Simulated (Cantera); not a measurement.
## Hydrocarbon pyrolysis for carbon deposition

A perfectly stirred reactor is fed with 4.35 % CH₄, 95.7 % H₂, at 0.00128 atm; it is held at 1998 K, and followed from long to short residence time.

Cantera simulation using GRI-Mech 3.0 (53 species, 325 reactions); the numbers are that mechanism's predictions, not measurements. GRI-Mech 3.0 stops at C3 and has no aromatics, soot or wall deposition, so with more carbon than oxygen in the feed, carbon stays in small species such as C2H2 where larger ones or solid carbon would form. Radical loss at walls, strong at low pressure, is not modelled.

```tsv
τ (s)	x CH₄	x H₂	x C₂H	x C₂H₂	x C₂H₆	x CH₃
17	0.00115	0.964	5.51e-6	0.0200	9.22e-9	0.000336
4.9	0.00342	0.967	3.62e-6	0.0187	6.03e-8	0.000700
1.4	0.00864	0.967	2.30e-6	0.0159	2.87e-7	0.00132
0.40	0.0184	0.963	1.19e-6	0.0108	9.60e-7	0.00215
0.11	0.0321	0.957	3.03e-7	0.00398	1.80e-6	0.00258
0.032	0.0411	0.955	1.11e-8	0.000328	8.46e-7	0.00147
0.0092	0.0430	0.956	4.79e-11	4.80e-6	1.02e-7	0.000455
0.0026	0.0433	0.956	<1e-12	3.58e-8	7.98e-9	0.000130
```
x: mole fraction; the columns are a selection and need not sum to one.
